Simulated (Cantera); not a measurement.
Adiabatic ignition

An adiabatic, constant-pressure homogeneous reactor starts with CO : H2 : CH4 : O2 : N2 = 1 : 0.81 : 0.71 : 3.18 : 12 (molar parts), at 950 K and 3750 Torr.

Detailed kinetics in Cantera: GRI-Mech 3.0 (53 species, 325 reactions). Below about 1000 K GRI-Mech 3.0 lacks low-temperature oxidation paths.

```
t (s)     T (K)     x CO     x H2   x CH4   x CH2CO    x HCO    x CH2O
--------  -----  -------  -------  ------  --------  -------  --------
8.00e-6     950   0.0565   0.0458  0.0401    <1e-12   <1e-12    <1e-12
3.18e-5     950   0.0565   0.0458  0.0401    <1e-12   <1e-12  6.19e-12
0.000127    950   0.0565   0.0458  0.0401    <1e-12   <1e-12  6.91e-11
0.000504    950   0.0565   0.0458  0.0401    <1e-12   <1e-12  6.09e-10
0.00201     950   0.0565   0.0458  0.0401    <1e-12   <1e-12   9.89e-9
0.00798     950   0.0565   0.0457  0.0401  1.10e-11   <1e-12   2.25e-6
0.0317      995   0.0557   0.0433  0.0385   3.14e-8  1.97e-9  0.000796
0.126      2439  0.00526  0.00116  <1e-12    <1e-12  1.20e-9  1.22e-11
0.503      2439  0.00526  0.00116  <1e-12    <1e-12  1.20e-9  1.22e-11
2.00       2439  0.00526  0.00116  <1e-12    <1e-12  1.20e-9  1.22e-11
```
x: mole fraction; the columns are a selection and need not sum to one.

| Property | Value |
|---|---|
| time of steepest temperature rise | 34.9 ms |
| temperature at 2.00 s | 2439 K |
| equilibrium temperature | 2439 K |
| x(CO) at 2.00 s | 0.00526 (gas-phase equilibrium 0.00526) |
| x(H2) at 2.00 s | 0.00116 (gas-phase equilibrium 0.00116) |
| x(CH4) at 2.00 s | <1e-12 (gas-phase equilibrium <1e-12) |
